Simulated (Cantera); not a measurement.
A closed system holds: 1 mol SiC, 0.0061 mol O₂, 27 mol H₂, equilibrated at 2.78 Torr.

Cantera equilibrium calculation (NASA polynomials, part measured and part estimated; ideal gas, pure solids and liquids). Candidate condensed phases: C, C₆H₆, C₇H₈, C₈H₁₈, H₂O, Si, SiC, SiO₂; 123 gas species. Equilibrium is a limit: real reactors are often held back by kinetics, nucleation or transport. All values below are at 1400 °C.

Base state: H₂ 0.998, H 0.00187, CO 0.000239, SiO 0.000212, Si 2.32e-5 (mole fractions); condensed: SiC(s).

What changes in the equilibrium state with this change: pressure from 2.78 Torr to 2700 Torr?


| species | before | after |
|---|---|---|
| H₂ | 0.998 | 0.999 |
| SiO | 0.000212 | 0.000309 |
| CH₄ | 2.91e-7 | 0.000177 |
| H | 0.00187 | 6.00e-5 |
| Si | 2.32e-5 | 3.81e-8 |
| CO | 0.000239 | 0.000136 |
| SiC(s), mol | 0.994 | 0.992 |
